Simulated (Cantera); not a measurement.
Source: NASA polynomial tables (part measured, part estimated), evaluated in Cantera. Values are per mole of reaction as written; species without (g) are pure solids or liquids, kept so even where they would boil at 1 bar.

Problem. Between 300 and 800 K, where is each reaction favourable under standard conditions?
- 4 NO(g) + Nb ⇌ NbO2(g) + 2 N2O(g)

Solution. 
- 4 NO(g) + Nb ⇌ NbO2(g) + 2 N2O(g): ΔG° is -352 kJ at 300 K and -265 kJ at 800 K; it stays negative (K > 1). ΔH° is -405 kJ and ΔS° -174 J/K at 800 K.
